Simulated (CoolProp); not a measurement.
Vapour-liquid equilibrium of n-butane (1) + n-decane (2) at 376.3 K; x and y are mole fractions of (1).

The numbers come from the multi-fluid Helmholtz-energy mixture model, Bücker 2006 and Lemmon 2006; pair parameters Kunz 2012 in CoolProp.

```csv
x,"bubble pressure, mixture model (bar)","bubble pressure, Raoult's law (bar)","y, mixture model","y, Raoult's law"
0.05,0.8316,0.9138,0.870,0.887
0.2,2.962,3.330,0.965,0.974
0.35,5.095,5.746,0.981,0.988
0.5,7.287,8.163,0.988,0.993
0.65,9.602,10.58,0.992,0.996
0.8,12.13,13.00,0.995,0.998
0.95,15.07,15.41,0.999,1.000
```

The largest gap from Raoult's law is -11.3 % in bubble pressure, at x = 0.35. No azeotrope shows between x = 0.05 and 0.95.

The pair parameters rest on a limited set of measurements; away from them the model extrapolates.
